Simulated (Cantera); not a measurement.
## Hydrocarbon pyrolysis for carbon deposition

An isothermal, constant-pressure homogeneous reactor starts with 4.55 % C2H6, 95.5 % H2, at 1723 K and 1.01 bar.

Cantera simulation using GRI-Mech 3.0 (53 species, 325 reactions); the numbers are that mechanism's predictions, not measurements. GRI-Mech 3.0 stops at C3 and has no aromatics, soot or wall deposition, so with more carbon than oxygen in the feed, carbon stays in small species such as C2H2 where larger ones or solid carbon would form.

| t (s) | x C2H6 | x H2 | x H | x CH2 | x C2H |
|---|---|---|---|---|---|
| 0.000300 | 1.43e-5 | 0.933 | 0.000167 | 3.12e-8 | 1.60e-8 |
| 0.000631 | 1.12e-5 | 0.933 | 0.000165 | 2.99e-8 | 1.91e-8 |
| 0.00133 | 9.53e-6 | 0.933 | 0.000167 | 3.00e-8 | 2.17e-8 |
| 0.00279 | 8.94e-6 | 0.934 | 0.000168 | 2.98e-8 | 2.26e-8 |
| 0.00588 | 8.53e-6 | 0.934 | 0.000168 | 2.91e-8 | 2.33e-8 |
| 0.0124 | 7.79e-6 | 0.936 | 0.000169 | 2.78e-8 | 2.45e-8 |
| 0.0260 | 6.58e-6 | 0.938 | 0.000170 | 2.55e-8 | 2.66e-8 |
| 0.0548 | 5.00e-6 | 0.941 | 0.000172 | 2.19e-8 | 2.98e-8 |
| 0.115 | 3.53e-6 | 0.945 | 0.000175 | 1.77e-8 | 3.36e-8 |
| 0.242 | 2.67e-6 | 0.947 | 0.000177 | 1.45e-8 | 3.65e-8 |
| 0.510 | 2.41e-6 | 0.948 | 0.000178 | 1.33e-8 | 3.76e-8 |
| 1.07 | 2.39e-6 | 0.949 | 0.000178 | 1.32e-8 | 3.77e-8 |
| 2.26 | 2.39e-6 | 0.949 | 0.000178 | 1.32e-8 | 3.77e-8 |
| 4.75 | 2.39e-6 | 0.949 | 0.000178 | 1.32e-8 | 3.77e-8 |
| 10.0 | 2.39e-6 | 0.949 | 0.000178 | 1.32e-8 | 3.77e-8 |
x: mole fraction; the columns are a selection and need not sum to one.

Equilibrium at this temperature and pressure: C2H6 2.39e-6, H2 0.949, H 0.000178, CH2 1.32e-8, C2H 3.77e-8 (gas phase only).
